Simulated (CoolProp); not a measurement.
Vapour pressure (kPa) of diethyl ether: the reference equation beside estimates from Tc = 467.9 K, pc = 3717 kPa, ω = 0.282. Clausius-Clapeyron is anchored at 372.9 K with a constant enthalpy of vaporisation of 21.59 kJ/mol.

Model: reference Helmholtz-energy equation of state, Thol 2014, in CoolProp.

```json
[
 {"T (K)": "336.4", "reference": "254.7", "Clausius-Clapeyron": "305.6", "Redlich-Kwong": "405.6"},
 {"T (K)": "345.5", "reference": "328.6", "Clausius-Clapeyron": "?", "Redlich-Kwong": "?"},
 {"T (K)": "354.7", "reference": "418.8", "Clausius-Clapeyron": "?", "Redlich-Kwong": "?"},
 {"T (K)": "363.8", "reference": "525.2", "Clausius-Clapeyron": "546.5", "Redlich-Kwong": "743.8"},
 {"T (K)": "372.9", "reference": "650.5", "Clausius-Clapeyron": "650.5", "Redlich-Kwong": "889.8"},
 {"T (K)": "382.1", "reference": "?", "Clausius-Clapeyron": "769.3", "Redlich-Kwong": "1056"},
 {"T (K)": "391.2", "reference": "968.6", "Clausius-Clapeyron": "901.0", "Redlich-Kwong": "1241"},
 {"T (K)": "400.3", "reference": "1164", "Clausius-Clapeyron": "?", "Redlich-Kwong": "1446"},
 {"T (K)": "409.5", "reference": "?", "Clausius-Clapeyron": "1212", "Redlich-Kwong": "1676"},
 {"T (K)": "418.6", "reference": "1644", "Clausius-Clapeyron": "?", "Redlich-Kwong": "1926"},
 {"T (K)": "427.8", "reference": "1935", "Clausius-Clapeyron": "1590", "Redlich-Kwong": "2203"}
]
```

Complete the blanks.


- 345.5, Clausius-Clapeyron: 374.5
- 345.5, Redlich-Kwong: 502.2
- 354.7, Clausius-Clapeyron: 455.1
- 354.7, Redlich-Kwong: 615.4
- 382.1, reference: 798.7
- 400.3, Clausius-Clapeyron: 1048
- 409.5, reference: 1390
- 418.6, Clausius-Clapeyron: 1391

Absolute difference from the reference over all 11 rows, mean and median: Clausius-Clapeyron 10.3 and 10.0 %, Redlich-Kwong 34.0 and 32.2 %.
